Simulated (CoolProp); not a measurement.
Saturation properties of hexamethyldisiloxane (MM) (Tc = 245.6 °C, pc = 1.931 MPa, ω = 0.418).

The numbers come from the reference Helmholtz-energy equation of state, Thol 2016 in CoolProp.

```json
[
 {"T (°C)": "79.75", "p (MPa)": "0.05312", "vapour density (kg/m³)": "3.063", "enthalpy of vaporisation (kJ/kg)": "203.3", "liquid cp (kJ/(kg K))": "2.052"},
 {"T (°C)": "89.15", "p (MPa)": "0.07196", "vapour density (kg/m³)": "4.082", "enthalpy of vaporisation (kJ/kg)": "198.6", "liquid cp (kJ/(kg K))": "2.081"},
 {"T (°C)": "98.55", "p (MPa)": "0.09569", "vapour density (kg/m³)": "5.354", "enthalpy of vaporisation (kJ/kg)": "193.7", "liquid cp (kJ/(kg K))": "2.109"},
 {"T (°C)": "107.95", "p (MPa)": "0.1251", "vapour density (kg/m³)": "6.921", "enthalpy of vaporisation (kJ/kg)": "188.7", "liquid cp (kJ/(kg K))": "2.139"},
 {"T (°C)": "117.45", "p (MPa)": "0.1615", "vapour density (kg/m³)": "8.856", "enthalpy of vaporisation (kJ/kg)": "183.5", "liquid cp (kJ/(kg K))": "2.170"},
 {"T (°C)": "126.85", "p (MPa)": "0.2051", "vapour density (kg/m³)": "11.18", "enthalpy of vaporisation (kJ/kg)": "178.1", "liquid cp (kJ/(kg K))": "2.201"},
 {"T (°C)": "136.25", "p (MPa)": "0.2571", "vapour density (kg/m³)": "13.97", "enthalpy of vaporisation (kJ/kg)": "172.4", "liquid cp (kJ/(kg K))": "2.234"},
 {"T (°C)": "145.75", "p (MPa)": "0.3192", "vapour density (kg/m³)": "17.36", "enthalpy of vaporisation (kJ/kg)": "166.3", "liquid cp (kJ/(kg K))": "2.269"},
 {"T (°C)": "155.15", "p (MPa)": "0.3914", "vapour density (kg/m³)": "21.38", "enthalpy of vaporisation (kJ/kg)": "160.0", "liquid cp (kJ/(kg K))": "2.306"},
 {"T (°C)": "164.55", "p (MPa)": "0.4753", "vapour density (kg/m³)": "26.18", "enthalpy of vaporisation (kJ/kg)": "153.3", "liquid cp (kJ/(kg K))": "2.346"},
 {"T (°C)": "173.95", "p (MPa)": "0.5722", "vapour density (kg/m³)": "31.94", "enthalpy of vaporisation (kJ/kg)": "146.0", "liquid cp (kJ/(kg K))": "2.391"},
 {"T (°C)": "183.45", "p (MPa)": "0.6847", "vapour density (kg/m³)": "38.96", "enthalpy of vaporisation (kJ/kg)": "138.1", "liquid cp (kJ/(kg K))": "2.443"},
 {"T (°C)": "192.85", "p (MPa)": "0.8121", "vapour density (kg/m³)": "47.42", "enthalpy of vaporisation (kJ/kg)": "129.5", "liquid cp (kJ/(kg K))": "2.505"},
 {"T (°C)": "202.25", "p (MPa)": "0.9571", "vapour density (kg/m³)": "57.85", "enthalpy of vaporisation (kJ/kg)": "120.0", "liquid cp (kJ/(kg K))": "2.584"}
]
```

It boils at 100.5 °C under 1 atm.
